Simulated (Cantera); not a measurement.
Cantera run, input and output.

```python
import numpy as np
import cantera as ct

gas = ct.Solution("gri30.yaml")


def delay(T, t_max=10):
    gas.TPX = T, 690000, {'C3H8': 1, 'O2': 2.38, 'N2': 12.6}
    reactor = ct.IdealGasConstPressureReactor(gas, clone=False)
    net = ct.ReactorNet([reactor])
    net.rtol, net.atol = 1e-8, 1e-16
    while net.time < t_max:
        t_old, T_old = net.time, reactor.T
        net.step()
        if reactor.T > T + 400:  # ignition: a rise of 400 K
            return t_old + (T + 400 - T_old) / (reactor.T - T_old) * (net.time - t_old)
    return np.nan


taus = []
for T in [1175, 1275, 1375, 1475, 1575, 1675]:
    taus.append(delay(T))
    print(f"T0 = {T:6g} K   tau = {taus[-1]:.4e} s")
```

Output:

```
T0 =   1175 K   tau = 4.6632e-03 s
T0 =   1275 K   tau = 7.4122e-04 s
T0 =   1375 K   tau = 1.5519e-04 s
T0 =   1475 K   tau = 4.4249e-05 s
T0 =   1575 K   tau = 1.6700e-05 s
T0 =   1675 K   tau = 7.9393e-06 s
```

Model: GRI-Mech 3.0 (53 species, 325 reactions), integrated in Cantera. GRI-Mech 3.0 was tuned for natural gas; its chemistry of propane as a main component is partial and can be far from experiment.
